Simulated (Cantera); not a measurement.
An isothermal plug-flow reactor at 575 K and 3750 Torr (inlet), inlet velocity 3.7 m/s, active area per volume 6300 1/m; feed 1.17 % H2, 4.81 % O2, 92.7 % N2, 1.29 % H2O.

Model: Deutschmann's 1995 Pt surface mechanism with GRI-Mech 3.0 gas chemistry, integrated in Cantera. Catalytic surfaces can have several steady states; this one follows from the mechanism file's or the stated starting coverage. Mass transfer to the wall is taken as infinitely fast.

Task: Predict: x(H2) at z = 0.0046 m; x(O2) at z = 0.0046 m; x(H2O) at z = 0.0046 m; θ(free Pt) at the exit; θ(O*) at the exit; θ(OH*) at the exit.

Result: 
```json
{
  "x(H2) at z = 0.0046 m": "0.000116",
  "x(O2) at z = 0.0046 m": "0.0426",
  "x(H2O) at z = 0.0046 m": "0.0247",
  "θ(free Pt) at the exit": "0.00438",
  "θ(O*) at the exit": "0.983",
  "θ(OH*) at the exit": "0.0126"
}
```
